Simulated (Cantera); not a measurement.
Charge: 1 mol CO2, 5.3 mol H2, equilibrated at 10000 Pa.

Method: chemical equilibrium by Gibbs-energy minimisation in Cantera with the NASA 1993 tables (ideal gas, pure condensed phases). Candidate condensed phases: C, C6H6, C7H8, C8H18, H2O; 110 gas species. Rates play no part. All values below are at 3298 K.

Base state: H 0.558, H2 0.235, CO 0.104, O 0.0408, H2O 0.0299, OH 0.0290, O2 0.00202, CO2 0.00166 (mole fractions); condensed: gas only.

Problem. What changes in the equilibrium state with this change: pressure from 10000 Pa to 133 Pa?

Solution. 
```
species   before     after
-------  -------  --------
H          0.558     0.833
CO         0.104    0.0800
O         0.0408    0.0787
H2         0.235   0.00701
H2O       0.0299   2.29e-5
OH        0.0290   0.00111
CO2      0.00166   3.29e-5
O2       0.00202  0.000100
```

Problem. What changes in the equilibrium state with this change: H2 from 5.3 to 3.3 mol?

Solution. 
```json
[
 {"species": "H", "before": "0.558", "after": "0.507"},
 {"species": "H2", "before": "0.235", "after": "0.195"},
 {"species": "CO", "before": "0.104", "after": "0.150"},
 {"species": "O", "before": "0.0408", "after": "0.0622"},
 {"species": "OH", "before": "0.0290", "after": "0.0403"},
 {"species": "H2O", "before": "0.0299", "after": "0.0378"},
 {"species": "O2", "before": "0.00202", "after": "0.00470"},
 {"species": "CO2", "before": "0.00166", "after": "0.00365"}
]
```
